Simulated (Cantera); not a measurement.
Input: 1 mol SrCl2, 0.098 mol H2O, 220 mol N2, held at 1475 K and 0.00133 bar.

Cantera equilibrium calculation (NASA polynomials, part measured and part estimated; ideal gas, pure solids and liquids). Candidate condensed phases: H2O, NH4Cl, Sr, SrCl2, SrO, Sr(OH)2; 35 gas species. Condensed phases not in the tables: oxide chlorides. The numbers say what is thermodynamically allowed, not how fast it happens.

Base state: N2 0.995, SrCl2 0.00435, HCl 0.000317, H2O 0.000269, Cl 2.42e-5, H2 1.43e-5 (mole fractions); condensed: SrO(s).

Task: What changes in the equilibrium state with this change: temperature from 1475 K to 1250 K?

Result: 
```json
[
 {"species": "N2", "before": "0.995", "after": "0.996"},
 {"species": "SrCl2", "before": "0.00435", "after": "0.00306"},
 {"species": "HCl", "before": "0.000317", "after": "0.000357"},
 {"species": "H2", "before": "1.43e-5", "after": "1.70e-6"},
 {"species": "Cl", "before": "2.42e-5", "after": "3.10e-6"},
 {"species": "H2O", "before": "0.000269", "after": "0.000263"},
 {"species": "SrO(s), mol", "before": "0.0377", "after": "0.0398"},
 {"species": "SrCl2(l), mol", "before": "0", "after": "0.285"}
]
```
Mutual solubility and eutectic melting of coexisting phases are not modelled.
